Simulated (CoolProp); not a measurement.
A simple Rankine cycle with carbonyl sulfide: condensing at 319.15 K, boiler at 4.49 MPa, turbine inlet 508.5 K, turbine efficiency 0.85, pump efficiency 0.6, no recuperator. Each further row changes one setting.

Model: reference Helmholtz-energy equation of state, Lemmon 2006, in CoolProp. It is a short technical equation, of lower accuracy than the large ones.

| case | thermal efficiency (%) | net work (kJ/kg) | heat in (kJ/kg) | turbine exit temperature (K) | volume ratio over the turbine |
|---|---|---|---|---|---|
| as stated | ___ | ___ | 369 | 447.5 | 1.95 |
| turbine inlet 528.5 K | 9.5 | 36.9 | ___ | ___ | 1.95 |
| condensing temperature 311.15 K | ___ | 42.8 | 380 | 434.7 | ___ |
| boiler pressure 3.14 MPa | 5.4 | ___ | 379 | 476.1 | 1.43 |
| turbine efficiency 0.75 | 8.2 | 30.2 | 369 | ___ | 1.98 |

Q: Fill in the missing entries.

A: 
- as stated, thermal efficiency (%): 9.4
- as stated, net work (kJ/kg): 34.9
- turbine inlet 528.5 K, heat in (kJ/kg): 387
- turbine inlet 528.5 K, turbine exit temperature (K): 466.5
- condensing temperature 311.15 K, thermal efficiency (%): 11.3
- condensing temperature 311.15 K, volume ratio over the turbine: 2.28
- boiler pressure 3.14 MPa, net work (kJ/kg): 20.3
- turbine efficiency 0.75, turbine exit temperature (K): 452.9
